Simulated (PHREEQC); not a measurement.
0.5 g of hydrous ferric oxide (600 m²/g; 0.2 weak and 0.005 strong sites per Fe, Dzombak-Morel constants, diffuse double layer) in 1 kg of water with 0.005 mol/kgw of an inert sodium salt and 0.029 mmol/kgw H3BO3 and 0.0024 mmol/kgw MnCl2, at 25 °C; the pH is set by adding NaOH or the inert anion's acid. No oxygen is let in. No CO2 enters from the air. Nothing may precipitate in this run.

Equilibrium calculation in PHREEQC: ion-association model, wateq4f.dat.

Problem. Predict surface charge σ (C/m²), surface potential ψ (mV) at pH = 3.5, 4, 6, 7.5, 9.5.

Solution. 
```
pH   surface charge σ (C/m²)  surface potential ψ (mV)
---  -----------------------  ------------------------
3.5                    0.245                       206
4                      0.185                       193
6                      0.038                       114
7.5                    0.006                        35
9.5                   -0.018                       -77
```

Species that the database lacks are ignored. The oxide is taken as insoluble; below pH 4 it would dissolve.
